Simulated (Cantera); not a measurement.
A perfectly stirred reactor is fed with CH₄ : CO₂ = 1 : 0.35 (molar parts), at 2700 Torr; it is held at 1450 K, and followed from long to short residence time.

Detailed kinetics in Cantera: GRI-Mech 3.0 (53 species, 325 reactions). GRI-Mech 3.0 stops at C3 and has no aromatics, soot or wall deposition, so with more carbon than oxygen in the feed, carbon stays in small species such as C2H2 where larger ones or solid carbon would form.

One state of this run: x CH₄ = 0.704; x CO₂ = 0.254; x CH₃ = 9.19e-5; x C₂H₄ = 0.00574; x CH₂CO = 4.79e-8. x: mole fraction; the columns are a selection and need not sum to one.

Task: Which value of τ (s) does it belong to?
A. 0.22
B. 0.028
C. 14
D. 4.9

Result: B, 0.028
